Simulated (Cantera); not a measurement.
A closed system holds: 1 mol Pb, 0.89 mol CO, 8.2 mol H2, held at 1350 K and 13300 Pa.

Cantera equilibrium calculation (NASA polynomials, part measured and part estimated; ideal gas, pure solids and liquids). Candidate condensed phases: C, C6H6, C7H8, C8H18, H2O, Pb, PbO, PbO2, Pb3O4; 113 gas species. The numbers say what is thermodynamically allowed, not how fast it happens.

Base state: H2 0.869, CO 0.0941, Pb 0.0367, CH4 0.000195, H2O 0.000185, CO2 1.02e-5 (mole fractions); condensed: Pb(l).

Question: What changes in the equilibrium state with this change: temperature from 1350 K to 923.15 K?

Answer: 
```
species       before    after
----------  --------  -------
H2             0.869    0.881
CO            0.0941   0.0786
CH4         0.000195   0.0201
Pb            0.0367  1.91e-5
H2O         0.000185   0.0170
CO2          1.02e-5  0.00310
Pb(l), mol     0.654    1.000
```

Question: What changes in the equilibrium state with this change: temperature from 1350 K to 823 K?

Answer: 
```csv
species,before,after
H2,0.869,0.828
CH4,0.000195,0.0692
H2O,0.000185,0.0603
CO,0.0941,0.0335
Pb,0.0367,1.01e-6
CO2,1.02e-5,0.00882
"Pb(l), mol",0.654,1.000
```

Question: What changes in the equilibrium state with this change: temperature from 1350 K to 1225 K?

Answer: 
| species | before | after |
|---|---|---|
| H2 | 0.869 | 0.895 |
| CO | 0.0941 | 0.0967 |
| Pb | 0.0367 | 0.00701 |
| CO2 | 1.02e-5 | 4.01e-5 |
| CH4 | 0.000195 | 0.000584 |
| H2O | 0.000185 | 0.000545 |
| Pb(l), mol | 0.654 | 0.936 |
